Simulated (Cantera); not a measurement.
A closed system holds: 1 mol Si3N4, 2.6 mol H2, 0.21 mol C, equilibrated at 1550 K and 13.3 mbar.

Equilibrium computed with Cantera from the NASA thermochemical tables; the gas is ideal and each condensed phase is pure. Candidate condensed phases: C, C6H6, C7H8, C8H18, Si, SiC, Si3N4; 105 gas species. Mutual solubility and eutectic melting of coexisting phases are not modelled. Equilibrium is a limit: real reactors are often held back by kinetics, nucleation or transport.

Question: What is the equilibrium state?

Answer: 
```
Property                                   Result
--------------------------------------  ---------
x(H2)                                       0.949
x(N2)                                      0.0511
x(H)                                     0.000266
x(HCN)                                    9.03e-6
n(SiC(s))                               0.210 mol
n(Si3N4(s))                             0.930 mol
gas amount                              2.740 mol
log10 activity of Si(s) (absent)            -0.50
log10 activity of C(graphite) (absent)      -1.56
```
